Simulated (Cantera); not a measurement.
Source: NASA polynomial tables (part measured, part estimated), evaluated in Cantera. Values are per mole of reaction as written; species without (g) are pure solids or liquids, kept so even where they would boil at 1 bar.

Task: Between 300 and 1075 K, where is each reaction favourable under standard conditions?
- HCl(g) + Li + F(g) ⇌ LiCl + HF(g)

Result: 
- HCl(g) + Li + F(g) ⇌ LiCl + HF(g): ΔG° is -625 kJ at 300 K and -517 kJ at 1075 K; it stays negative (K > 1). ΔH° is -646 kJ and ΔS° -120 J/K at 1075 K.
